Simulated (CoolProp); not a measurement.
Vapour-liquid equilibrium of n-hexane (1) + o-xylene (2) at 0.131 MPa; x and y are mole fractions of (1).

The numbers come from the multi-fluid Helmholtz-energy mixture model, Thol 2019 and Zhou 2012; pair parameters Bell 2016 in CoolProp.

Q: Give the bubble temperature and the first vapour's composition at x = 0.15, 0.55, 0.85. Is there an azeotrope?

A: x = 0.15: 400.3 K, y = 0.576; x = 0.55: 367.4 K, y = 0.914; x = 0.85: 355.2 K, y = 0.979. No azeotrope shows between x = 0.05 and 0.95.

Pair parameters are fitted to limited data, so mixtures are less certain than the pure fluids.
